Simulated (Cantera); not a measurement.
Input (Python, Cantera) and output of one run.

```python
import numpy as np
import cantera as ct

gas_names = """
    Cu CuO Cu2 H HNO HNO2 HNO3 HO2 H2 H2O H2O2 N NH NH2 NH3 NH2OH NO NO2 NO3 N2 N2H2 N2H4 N2O O OH O2 O3
""".split()
cond_names = """
    Cu(cr) Cu(L) CuO(s) CuO2H2(s) Cu2O(s) Cu2O(L) H2O(s) H2O(L)
""".split()


# ... load() reads the species with a 1 bar reference pressure and builds the phases ...
atoms = {
    'Cu2O': {'Cu': 2, 'O': 1},
    'H2': {'H': 2},
    'N2': {'N': 2},
}
top_T = {'CuO(s)': 1390}  # K; cautious upper limits of use, not melting points


# ... equilibrate(T, P, feed) seeds the gas with the atoms and calls Mixture.equilibrate('TP', solver="vcs", rtol=1e-11, max_steps=5000) ...
results = []
feed = {'Cu2O': 1, 'H2': 7.9, 'N2': 3.3}  # mol
T = 650  # K
P = 10000  # Pa
mix = equilibrate(T, P, feed)
results.append((T, P, feed, dict(zip(mix.species_names, mix.species_moles))))
print(gas.report(threshold=0.0001))
for i in range(1, mix.n_phases):
    print(f"{mix.phase(i).name:16s} {mix.phase_moles(i):12.5e} mol")
```

It prints:

```
       temperature   650 K
          pressure   10000 Pa
           density   0.020557 kg/m^3
  mean mol. weight   11.11 kg/kmol
   phase of matter   gas

                          1 kg             1 kmol
                     ---------------   ---------------
          enthalpy       -1.0007e+06       -1.1118e+07  J
   internal energy       -1.4871e+06       -1.6522e+07  J
           entropy             18319        2.0353e+05  J/K
    Gibbs function       -1.2908e+07       -1.4341e+08  J
 heat capacity c_p            2726.9             30296  J/K
 heat capacity c_v            1978.5             21981  J/K

                      mass frac. Y      mole frac. X     chem. pot. / RT
                     ---------------   ---------------   ---------------
                H2           0.11171           0.61564            -19.34
               H2O           0.14485           0.08933           -73.158
               NH3        0.00075252         0.0004909           -42.715
                N2           0.74269           0.29454            -27.41
     [  +23 minor]        3.1144e-16        3.4113e-15

Cu(cr)            2.00000e+00 mol
CuO(s)            0.00000e+00 mol
CuO2H2(s)         0.00000e+00 mol
Cu2O(s)           0.00000e+00 mol
```

Cantera equilibrium calculation (NASA polynomials, part measured and part estimated; ideal gas, pure solids and liquids).
